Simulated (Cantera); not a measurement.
Charge: 1 mol B₂H₆, 0.12 mol H₂O, 1 mol H₂, 0.14 mol NH₃, equilibrated at 13.3 mbar.

Equilibrium computed with Cantera from the NASA thermochemical tables; the gas is ideal and each condensed phase is pure. Candidate condensed phases: B, BN, B₂O₃, B₃O₃H₃, H₂O; 39 gas species. The feed counts by its element totals alone. Mutual solubility and eutectic melting of coexisting phases are not modelled. Equilibrium is a limit: real reactors are often held back by kinetics, nucleation or transport.

Q: Which condensed phases are stable at each of these points (T (K)): 750, 900, 1050, 1200, 1350, 1500, 1650, 1800, 1950?

A: 
| T (K) | condensed phases | B condensed (%) |
|---|---|---|
| 750 | B(s) + BN(s) + B₂O₃(l) | 99.7 |
| 900 | B(s) + BN(s) + B₂O₃(l) | 99.6 |
| 1050 | B(s) + BN(s) + B₂O₃(l) | 99.5 |
| 1200 | B(s) + BN(s) + B₂O₃(l) | 99.4 |
| 1350 | B(s) + BN(s) + B₂O₃(l) | 98.2 |
| 1500 | B(s) + BN(s) | 94.2 |
| 1650 | B(s) + BN(s) | 94.0 |
| 1800 | B(s) + BN(s) | 94.0 |
| 1950 | B(s) + BN(s) | 93.9 |

From 750 K to 1350 K the condensed part is B(s) + BN(s) + B₂O₃(l). From 1500 K to 1950 K the condensed part is B(s) + BN(s).
